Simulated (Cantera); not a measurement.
Input (Python, Cantera):

```python
import numpy as np
import cantera as ct

gas = ct.Solution("gri30.yaml", transport_model="mixture-averaged")
show = ['N2', 'H2', 'NH3']

rows = []
print(f"{'T/K':>7s}{'rho':>11s}{'cp':>10s}{'mu':>11s}{'lambda':>11s}{'Pr':>7s}" + "".join(f"{'D_' + s:>11s}" for s in show))
for T in [400, 500, 600, 700, 800, 900, 1000, 1100, 1200]:
    gas.TPX = T, 20000, {'NO': 0.33}
    Pr = gas.cp_mass * gas.viscosity / gas.thermal_conductivity
    D = [gas.mix_diff_coeffs_mole[gas.species_index(s)] for s in show]
    rows.append([gas.density, gas.cp_mass, gas.viscosity, gas.thermal_conductivity, Pr, *D])
    print(f"{T:7g}{gas.density:11.4e}{gas.cp_mass:10.1f}{gas.viscosity:11.4e}"
          f"{gas.thermal_conductivity:11.4e}{Pr:7.3f}" + "".join(f"{d:11.4e}" for d in D))
print("SI units: kg/m3, J/kg/K, Pa s, W/m/K, m2/s")
```

Result:

```
    T/K        rho        cp         mu     lambda     Pr       D_N2       D_H2      D_NH3
    400 1.8044e-01     998.6 2.3120e-05 3.2415e-02  0.712 1.7162e-04 6.4133e-04 1.9120e-04
    500 1.4436e-01    1016.2 2.7036e-05 3.8811e-02  0.708 2.5160e-04 9.3299e-04 2.8880e-04
    600 1.2030e-01    1040.9 3.0618e-05 4.5123e-02  0.706 3.4280e-04 1.2653e-03 4.0152e-04
    700 1.0311e-01    1067.4 3.3953e-05 5.1279e-02  0.707 4.4449e-04 1.6357e-03 5.2814e-04
    800 9.0222e-02    1092.2 3.7097e-05 5.7252e-02  0.708 5.5610e-04 2.0423e-03 6.6774e-04
    900 8.0198e-02    1113.9 4.0086e-05 6.3038e-02  0.708 6.7717e-04 2.4833e-03 8.1958e-04
   1000 7.2178e-02    1132.7 4.2948e-05 6.8643e-02  0.709 8.0730e-04 2.9575e-03 9.8304e-04
   1100 6.5616e-02    1146.6 4.5702e-05 7.4074e-02  0.707 9.4618e-04 3.4637e-03 1.1576e-03
   1200 6.0148e-02    1159.2 4.8363e-05 7.9343e-02  0.707 1.0935e-03 4.0008e-03 1.3429e-03
SI units: kg/m3, J/kg/K, Pa s, W/m/K, m2/s
```

Cantera simulation using GRI-Mech 3.0 (53 species, 325 reactions); the numbers are that mechanism's predictions, not measurements. The composition is frozen, though it would react at the higher temperatures.
